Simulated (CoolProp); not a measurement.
A Linde-Hampson liquefier for oxygen: isothermal reversible compression at 300 K from 1 atm to 25 MPa, throttling to 1 atm, return gas leaving the recuperator 2 K below the feed. Each further row changes one setting.

Computed with CoolProp (reference Helmholtz-energy equation of state, Schmidt 1985).

| case | liquid yield per pass | compression work (kJ/kg of gas) |
|---|---|---|
| as stated | 0.119 | 422 |
| high pressure 50 MPa | 0.159 | (withheld) |
| warm-end temperature 330 K | (withheld) | (withheld) |
| warm-end gap 7 K | 0.109 | 422 |

Q: Complete the blanks.

A: 
- high pressure 50 MPa, compression work (kJ/kg of gas): 477
- warm-end temperature 330 K, liquid yield per pass: 0.090
- warm-end temperature 330 K, compression work (kJ/kg of gas): 468

Above 300 K oxygen's equation is extrapolated.
